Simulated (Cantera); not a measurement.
Charge: 1 mol Al, 0.44 mol I₂, 7.1 mol H₂, at 1373.15 K and 623 Torr.

Method: chemical equilibrium by Gibbs-energy minimisation in Cantera with the NASA 1993 tables (ideal gas, pure condensed phases). Candidate condensed phases: Al, AlI₃, I₂; 11 gas species. Rates play no part.

Base state: H₂ 0.891, AlI 0.107, AlI₃ 0.000993, HI 0.000770, I 0.000144 (mole fractions); condensed: Al(l).

Problem. What changes in the equilibrium state with this change: temperature from 1373.15 K to 600 K?

Solution. 
```tsv
species	before	after
H₂	0.891	0.969
AlI₃	0.000993	0.0226
Al₂I₆	<1e-9	0.00871
AlI	0.107	2.33e-7
I	0.000144	<1e-9
HI	0.000770	7.73e-8
Al(l), mol	0.143	0
Al(s), mol	0	0.707
```
